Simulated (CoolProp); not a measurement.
Ammonia along the isotherm 120.05 °C: Z from the reference equation and from simpler models built on Tc = 132.4 °C, pc = 113.6 bar, ω = 0.256; each cubic takes its own stable root.

The numbers come from the reference Helmholtz-energy equation of state, Gao 2020 in CoolProp.

```json
[
 {"p (bar)": "31.6", "phase": "gas", "reference": "0.8743"},
 {"p (bar)": "63.1", "phase": "gas", "reference": "0.7154"},
 {"p (bar)": "94.7", "phase": "liquid", "reference": "0.1263"},
 {"p (bar)": "126", "phase": "liquid", "reference": "0.1560"},
 {"p (bar)": "158", "phase": "liquid", "reference": "0.1875"},
 {"p (bar)": "189", "phase": "liquid", "reference": "0.2179"},
 {"p (bar)": "221", "phase": "liquid", "reference": "0.2487"},
 {"p (bar)": "253", "phase": "liquid", "reference": "0.2792"},
 {"p (bar)": "284", "phase": "liquid", "reference": "0.3083"}
]
```

### Question
How far does each simpler model (van der Waals, Soave-Redlich-Kwong, Peng-Robinson) lie from the reference over these 9 states: mean and median of the absolute difference, and the worst?

### Answer
- van der Waals: mean 88.1 %, median 67.5 %, worst +364.4 % at 120.05 °C and 94.7 bar
- Soave-Redlich-Kwong: mean 26.5 %, median 31.0 %, worst +40.9 % at 120.05 °C and 94.7 bar
- Peng-Robinson: mean 15.1 %, median 17.2 %, worst +25.7 % at 120.05 °C and 94.7 bar

At some of these states van der Waals gives the other phase, because its saturation line lies elsewhere.
